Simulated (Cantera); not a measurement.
Abatement and gas-phase synthesis: CO2 + SO2

Feed: 1 mol CO2, 0.01 mol SO2, at 0.100 bar.

Equilibrium computed with Cantera from the NASA thermochemical tables; the gas is ideal and each condensed phase is pure. Candidate condensed phases: C, S; 22 gas species. Kinetics and transport are ignored.

| T (K) | log p CO2 | log p CO | log p O | log p O2 | log p SO2 | log p SO | log p S | log p SO3 |
|---|---|---|---|---|---|---|---|---|
| 2400 | -1.14 | -1.77 | -3.11 | -2.09 | -3.06 | -4.53 | -6.58 | -6.76 |
| 2475 | -1.18 | -1.67 | -2.89 | -2.00 | -3.08 | -4.40 | -6.31 | -6.79 |
| 2550 | -1.23 | -1.59 | -2.69 | -1.92 | -3.10 | -4.27 | -6.05 | -6.83 |
| 2625 | -1.29 | -1.52 | -2.51 | -1.86 | -3.12 | -4.15 | -5.79 | -6.88 |
| 2700 | -1.35 | -1.45 | -2.35 | -1.81 | -3.16 | -4.04 | -5.55 | -6.94 |
| 2775 | -1.43 | -1.41 | -2.20 | -1.78 | -3.19 | -3.93 | -5.32 | -7.01 |
| 2850 | -1.52 | -1.37 | -2.06 | -1.76 | -3.24 | -3.84 | -5.09 | -7.09 |
| 2925 | -1.61 | -1.34 | -1.94 | -1.76 | -3.29 | -3.75 | -4.88 | -7.18 |
| 3000 | -1.72 | -1.31 | -1.83 | -1.77 | -3.35 | -3.67 | -4.67 | -7.29 |
| 3075 | -1.83 | -1.30 | -1.73 | -1.79 | -3.43 | -3.61 | -4.48 | -7.42 |
log p: log10 of the partial pressure in bar; nothing condenses.

From 2400 K to 3075 K nothing is condensed. The main C-bearing gas is CO2 at 2400 K and CO at 3075 K.
